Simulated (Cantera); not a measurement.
Input: 1 mol SiO2, 0.85 mol CO, 0.36 mol H2, equilibrated at 450 Torr.

Equilibrium computed with Cantera from the NASA thermochemical tables; the gas is ideal and each condensed phase is pure. Candidate condensed phases: C, C6H6, C7H8, C8H18, H2O, Si, SiC, SiO2; 123 gas species. The tables hold silica as quartz up to 1696 K and as liquid above; real silica turns to tridymite and cristobalite and melts near 1996 K. Gases not in the tables: Si(OH)4. Rates play no part.

Which condensed phases are stable at each of these points (T (K)): 1198, 1398, 1598, 1798, 1998, 2198, 2398?


```
T (K)              condensed phases  Si condensed (%)
-----  ----------------------------  ----------------
1198   C(graphite) + SiO2(β-quartz)             100.0
1398   C(graphite) + SiO2(β-quartz)             100.0
1598                 SiO2(β-quartz)             100.0
1798                SiO2(condensed)              99.8
1998                        SiO2(l)              99.1
2198                        SiO2(l)              96.5
2398                        SiO2(l)              89.3
```

From 1198 K to 1398 K the condensed part is C(graphite) + SiO2(β-quartz). At 1598 K the condensed part is SiO2(β-quartz). At 1798 K the condensed part is SiO2(condensed). From 1998 K to 2398 K the condensed part is SiO2(l).
